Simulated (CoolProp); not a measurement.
Sulfur dioxide at 464.18 K and 26 MPa is throttled through a valve to 9.68 MPa with no heat exchange. Each further row changes one setting.

Values from CoolProp's reference Helmholtz-energy equation of state, Gao 2016.

```json
[
 {"case": "as stated", "temperature change (K)": "[?]", "final phase": "supercritical", "final density (kg/m³)": "[?]"},
 {"case": "outlet pressure 2.9 MPa", "temperature change (K)": "[?]", "final phase": "[?]", "final density (kg/m³)": "[?]"},
 {"case": "outlet pressure 12.6 MPa", "temperature change (K)": "[?]", "final phase": "supercritical", "final density (kg/m³)": "[?]"}
]
```

### Question
Fill in the missing entries.

### Answer

- as stated, temperature change (K): -25.9
- as stated, final density (kg/m³): 707
- outlet pressure 2.9 MPa, temperature change (K): -89.0
- outlet pressure 2.9 MPa, final phase: two-phase, vapour fraction 0.516
- outlet pressure 2.9 MPa, final density (kg/m³): 147
- outlet pressure 12.6 MPa, temperature change (K): -17.4
- outlet pressure 12.6 MPa, final density (kg/m³): 768
